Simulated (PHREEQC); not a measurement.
0.33 g of hydrous ferric oxide (600 m²/g; 0.2 weak and 0.005 strong sites per Fe, Dzombak-Morel constants, diffuse double layer) in 1 kg of water with 0.3 mol/kgw of an inert sodium salt and 4.1e-05 mol ZnCl2 and 7.7e-06 mol SrCl2, at 25 °C; the pH is set by adding NaOH or the inert anion's acid. Oxygen is held at 0.21 atm. No CO2 enters from the air. Precipitation was switched off in this run.

Base run: PHREEQC, ion-association model, wateq4f.dat. Each further column changes one thing. The table gives Zn sorbed (%).

```json
[
 {"pH": "4", "base": "0.0", "no electrostatic term (-no_edl)": "0.0", "background salt from 0.3 to 0.03 mol/kgw": "0.0", "oxide from 0.33 to 1.7 g/kgw": "0.1"},
 {"pH": "4.5", "base": "0.2", "no electrostatic term (-no_edl)": "0.3", "background salt from 0.3 to 0.03 mol/kgw": "0.3", "oxide from 0.33 to 1.7 g/kgw": "1.2"},
 {"pH": "5", "base": "1.9", "no electrostatic term (-no_edl)": "2.6", "background salt from 0.3 to 0.03 mol/kgw": "2.2", "oxide from 0.33 to 1.7 g/kgw": "9.2"},
 {"pH": "5.5", "base": "11.1", "no electrostatic term (-no_edl)": "15.8", "background salt from 0.3 to 0.03 mol/kgw": "11.6", "oxide from 0.33 to 1.7 g/kgw": "41.1"},
 {"pH": "6", "base": "31.9", "no electrostatic term (-no_edl)": "41.0", "background salt from 0.3 to 0.03 mol/kgw": "32.5", "oxide from 0.33 to 1.7 g/kgw": "81.0"},
 {"pH": "6.5", "base": "55.4", "no electrostatic term (-no_edl)": "70.5", "background salt from 0.3 to 0.03 mol/kgw": "56.7", "oxide from 0.33 to 1.7 g/kgw": "96.6"},
 {"pH": "7", "base": "82.9", "no electrostatic term (-no_edl)": "93.1", "background salt from 0.3 to 0.03 mol/kgw": "85.1", "oxide from 0.33 to 1.7 g/kgw": "99.5"},
 {"pH": "7.5", "base": "96.7", "no electrostatic term (-no_edl)": "98.6", "background salt from 0.3 to 0.03 mol/kgw": "97.6", "oxide from 0.33 to 1.7 g/kgw": "99.9"},
 {"pH": "8", "base": "99.5", "no electrostatic term (-no_edl)": "99.6", "background salt from 0.3 to 0.03 mol/kgw": "99.7", "oxide from 0.33 to 1.7 g/kgw": "100.0"},
 {"pH": "8.5", "base": "99.9", "no electrostatic term (-no_edl)": "99.8", "background salt from 0.3 to 0.03 mol/kgw": "99.9", "oxide from 0.33 to 1.7 g/kgw": "100.0"},
 {"pH": "9", "base": "99.9", "no electrostatic term (-no_edl)": "99.7", "background salt from 0.3 to 0.03 mol/kgw": "100.0", "oxide from 0.33 to 1.7 g/kgw": "100.0"},
 {"pH": "9.5", "base": "99.9", "no electrostatic term (-no_edl)": "98.6", "background salt from 0.3 to 0.03 mol/kgw": "100.0", "oxide from 0.33 to 1.7 g/kgw": "100.0"},
 {"pH": "10", "base": "99.9", "no electrostatic term (-no_edl)": "90.2", "background salt from 0.3 to 0.03 mol/kgw": "99.9", "oxide from 0.33 to 1.7 g/kgw": "100.0"}
]
```
